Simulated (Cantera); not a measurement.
Feed: 1 mol B, 6.9 mol H2, held at 2173.15 K and 6.83 Torr.

Equilibrium computed with Cantera from the NASA thermochemical tables; the gas is ideal and each condensed phase is pure. Candidate condensed phases: B; 7 gas species. The tables' values for BH2 are old estimates; treat these amounts as uncertain. The numbers say what is thermodynamically allowed, not how fast it happens.

Base state: H2 0.949, H 0.0493, BH2 0.00111, B 0.000207, BH 2.45e-5 (mole fractions); condensed: B(s).

Question: What changes in the equilibrium state with this change: temperature from 2173.15 K to 1625 K?

Answer: 
```
species      before     after
---------  --------  --------
H2            0.949     0.999
H            0.0493  0.000739
BH2         0.00111   3.25e-5
B          0.000207   6.60e-9
BH          2.45e-5   7.84e-9
B(s), mol     0.990     1.000
```

Question: What changes in the equilibrium state with this change: temperature from 2173.15 K to 1500 K?

Answer: 
```tsv
species	before	after
H2	0.949	1.000
H	0.0493	0.000185
BH2	0.00111	9.89e-6
B	0.000207	<1e-9
BH	2.45e-5	<1e-9
B(s), mol	0.990	1.000
```

Question: What changes in the equilibrium state with this change: pressure from 6.83 Torr to 360 Torr?

Answer: 
```
species      before    after
---------  --------  -------
H2            0.949    0.992
H            0.0493  0.00694
BH2         0.00111  0.00116
B          0.000207  3.93e-6
BH3         4.77e-6  3.70e-5
BH          2.45e-5  3.45e-6
B(s), mol     0.990    0.992
```
Gases not in the tables: B2H6 and higher boranes.
